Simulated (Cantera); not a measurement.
Charge: 1 mol Si2Cl6, 2.7 mol N2, 13 mol H2, held at 0.0100 bar.

Method: chemical equilibrium by Gibbs-energy minimisation in Cantera with the NASA 1993 tables (ideal gas, pure condensed phases). Candidate condensed phases: NH4Cl, Si, Si3N4; 28 gas species. The feed counts by its element totals alone. N2 is the only nitrogen source here; it is nearly inert below about 1500 K, so the nitride shown seldom forms there in practice. The numbers say what is thermodynamically allowed, not how fast it happens.

Over these rows the condensed part is Si3N4(s). Partial pressures as log10 of bar:

| T (K) | 1000/T (1/K) | log p SiCl2 | log p H2 | log p HCl | log p N2 |
|---|---|---|---|---|---|
| 875 | 1.1429 | -9.74 | -2.22 | -2.53 | -3.06 |
| 975 | 1.0256 | -8.07 | -2.22 | -2.51 | -3.07 |
| 1075 | 0.9302 | -6.72 | -2.23 | -2.50 | -3.08 |
| 1175 | 0.8511 | -5.61 | -2.23 | -2.49 | -3.08 |
| 1275 | 0.7843 | -4.69 | -2.23 | -2.50 | -3.08 |
| 1375 | 0.7273 | ? | -2.23 | -2.52 | -3.05 |

Fit log p(SiCl2) = a + b·(1000/T) to the five rows, give the apparent enthalpy, and predict the row at 1375 K.

Means: 1000/T = 0.9468, log p = -6.966. Sxy = -1.134679, Sxx = 0.0805049, so b = -14.09 and a = -6.966 − (-14.09)×0.9468 = 6.37.
Apparent enthalpy: −19.145 × (-14.09) = 270 kJ/mol. With the condensed phases at unit activity, 1/3 Si3N4(s) + 2 HCl(g) = SiCl2(g) + H2(g) + 2/3 N2(g) links this pressure to the main gases: over the six rows their terms move log p by +0.02 in all, so the slope is close to that reaction's ΔH°. The five rows lie within 0.02 of the line.
Prediction at 1375 K: 6.37 + (-14.09)×0.7273 = -3.88. The computed value is -3.98, 0.10 from the line.
